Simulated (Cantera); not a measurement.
Moist CO burnout

An isothermal, constant-pressure homogeneous reactor starts with CO : O₂ : H₂O : N₂ = 0.002 : 0.0025 : 0.0063 : 1 (molar parts), equivalence ratio 0.40, at 1100 K and 740000 Pa.

Detailed kinetics in Cantera: GRI-Mech 3.0 (53 species, 325 reactions).

```csv
t (s),x CO,x O₂,x H₂O,x H₂O₂,x N₂O,x OH,x NO
2.00e-6,0.00198,0.00247,0.00623,<1e-12,<1e-12,<1e-12,<1e-12
7.02e-6,0.00198,0.00247,0.00623,<1e-12,<1e-12,<1e-12,<1e-12
2.47e-5,0.00198,0.00247,0.00623,<1e-12,<1e-12,<1e-12,<1e-12
8.66e-5,0.00198,0.00247,0.00623,<1e-12,<1e-12,3.87e-12,<1e-12
0.000304,0.00198,0.00247,0.00623,<1e-12,<1e-12,1.55e-11,<1e-12
0.00107,0.00198,0.00247,0.00623,<1e-12,<1e-12,4.30e-11,<1e-12
0.00375,0.00198,0.00247,0.00623,2.39e-12,7.64e-12,1.85e-10,<1e-12
0.0132,0.00198,0.00247,0.00623,1.86e-9,3.67e-10,7.96e-9,<1e-12
0.0462,0.00186,0.00241,0.00623,8.81e-8,2.85e-8,9.32e-8,6.40e-12
0.162,0.00142,0.00220,0.00622,7.34e-8,1.27e-7,9.09e-8,8.14e-11
0.570,0.000638,0.00181,0.00623,3.15e-8,3.19e-7,7.41e-8,4.37e-10
2.00,0.000106,0.00154,0.00624,3.32e-9,4.12e-7,4.24e-8,6.35e-10
```
x: mole fraction; the columns are a selection and need not sum to one.

Equilibrium at this temperature and pressure: CO 2.54e-11, O₂ 0.00148, H₂O 0.00624, H₂O₂ 5.90e-12, N₂O 1.84e-9, OH 2.99e-8, NO 8.05e-6 (gas phase only).
